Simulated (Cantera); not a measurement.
Input: 1 mol B₂H₆, 13 mol H₂O, 9.4 mol H₂, equilibrated at 1723.15 K and 150 Pa.

Equilibrium computed with Cantera from the NASA thermochemical tables; the gas is ideal and each condensed phase is pure. Candidate condensed phases: B, B₂O₃, B₃O₃H₃, H₂O; 23 gas species. The feed counts by its element totals alone. Equilibrium is a limit: real reactors are often held back by kinetics, nucleation or transport.

Base state: H₂ 0.580, H₂O 0.341, HBO₂ 0.0733, H 0.00359, B₂O₃ 0.000993, HBO 0.000227, OH 0.000116, BO₂ 3.03e-5 (mole fractions); condensed: gas only.

Task: What changes in the equilibrium state with this change: temperature from 1723.15 K to 2148 K?

Result: 
```json
[
 {"species": "H₂", "before": "0.580", "after": "0.522"},
 {"species": "H₂O", "before": "0.341", "after": "0.323"},
 {"species": "H", "before": "0.00359", "after": "0.0777"},
 {"species": "HBO₂", "before": "0.0733", "after": "0.0648"},
 {"species": "O", "before": "5.70e-7", "after": "0.000651"},
 {"species": "O₂", "before": "1.50e-7", "after": "0.000171"},
 {"species": "BO", "before": "2.73e-5", "after": "0.00177"},
 {"species": "OH", "before": "0.000116", "after": "0.00620"}
]
```
